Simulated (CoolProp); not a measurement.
Cyclopentane along the isobar 2.56 MPa: fugacity coefficient from the reference equation and from simpler models built on Tc = 238.6 °C, pc = 4.583 MPa, ω = 0.202; each cubic takes its own stable root.

Computed with CoolProp (reference Helmholtz-energy equation of state, Gedanitz 2015).

```json
[
 {"T (°C)": "162.05", "phase": "liquid", "reference": "0.4782"},
 {"T (°C)": "171.55", "phase": "liquid", "reference": "0.5444"},
 {"T (°C)": "181.15", "phase": "liquid", "reference": "0.6153"},
 {"T (°C)": "190.75", "phase": "liquid", "reference": "0.6897"},
 {"T (°C)": "200.25", "phase": "gas", "reference": "0.7500"},
 {"T (°C)": "209.85", "phase": "gas", "reference": "0.7669"},
 {"T (°C)": "219.45", "phase": "gas", "reference": "0.7821"},
 {"T (°C)": "229.05", "phase": "gas", "reference": "0.7959"},
 {"T (°C)": "238.55", "phase": "gas", "reference": "0.8084"},
 {"T (°C)": "248.15", "phase": "gas", "reference": "0.8201"},
 {"T (°C)": "257.75", "phase": "gas", "reference": "0.8308"},
 {"T (°C)": "267.25", "phase": "gas", "reference": "0.8406"},
 {"T (°C)": "276.85", "phase": "gas", "reference": "0.8499"}
]
```

Question: How far does each simpler model (van der Waals, Redlich-Kwong, Soave-Redlich-Kwong) lie from the reference over these 13 states: mean and median of the absolute difference, and the worst?

Answer: 
- van der Waals: mean 12.5 %, median 4.7 %, worst +49.0 % at 162.05 °C and 2.56 MPa
- Redlich-Kwong: mean 4.5 %, median 1.4 %, worst +15.9 % at 162.05 °C and 2.56 MPa
- Soave-Redlich-Kwong: mean 1.6 %, median 1.0 %, worst +3.2 % at 171.55 °C and 2.56 MPa

At some of these states van der Waals, Redlich-Kwong gives the other phase, because its saturation line lies elsewhere.
